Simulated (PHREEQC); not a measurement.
Make-up at 20 °C: 0.0061 mol/kgw H3PO4, 0.023 mol/kgw K2HPO4 and 1e-06 mol/kgw H4SiO4. Closed to the air; pH follows from the charge balance.

The numbers come from PHREEQC with the ion-association model, phreeqc.dat.

```json
[
 {"quantity": "pH", "before": "7.08", "after": "7.25"},
 {"quantity": "KHPO4- (mol/kgw)", "before": "0.000619", "after": "1.08e-5"},
 {"quantity": "PO4-3 (mol/kgw)", "before": "2.47e-7", "after": "1.87e-8"},
 {"quantity": "SI of Quartz (SiO2)", "before": "-1.94", "after": "-2.95"}
]
```

Task: What was changed between the two runs?
(A) diluted 10-fold with water
(B) temperature from 20 to 40 °C
(C) H3PO4 left out
(D) temperature from 20 to 10 °C

Result: A, diluted 10-fold with water

No solid was allowed to form.
